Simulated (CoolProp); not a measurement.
Vapour-liquid equilibrium of cyclohexane (1) + dimethyl carbonate (2) at 349 kPa; x and y are mole fractions of (1).

Values from CoolProp's multi-fluid Helmholtz-energy mixture model, Zhou 2014 and Zhou 2011; pair parameters Bell 2016.

| x | bubble temperature, mixture model (°C) | bubble temperature, Raoult's law (°C) | y, mixture model | y, Raoult's law |
|---|---|---|---|---|
| 0.05 | 130.3 | 134.3 | 0.136 | 0.057 |
| 0.2 | 122.7 | 133.3 | 0.367 | 0.224 |
| 0.35 | 119.6 | 132.4 | 0.478 | 0.383 |
| 0.5 | 118.5 | 131.5 | 0.548 | 0.537 |
| 0.65 | 118.4 | 130.5 | 0.613 | 0.683 |
| 0.8 | 119.8 | 129.6 | 0.704 | 0.823 |
| 0.95 | 124.8 | 128.6 | 0.887 | 0.957 |

The largest gap from Raoult's law is -13.0 K in bubble temperature, at x = 0.5. y crosses x between x = 0.5 and 0.65: the model has an azeotrope there.

Pair parameters are fitted to limited data, so mixtures are less certain than the pure fluids.
